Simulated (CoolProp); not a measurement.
Computed with CoolProp (reference Helmholtz-energy equation of state, Zhou 2012).

Q: For p-xylene, give the phase and the isothermal compressibility (1/MPa), fugacity coefficient at 402.5 K and 2.23 bar; 540.4 K and 117 bar.

A: 
- 402.5 K and 2.23 bar: liquid; isothermal compressibility 0.00202, fugacity coefficient 0.344
- 540.4 K and 117 bar: liquid; isothermal compressibility 0.00526, fugacity coefficient 0.129
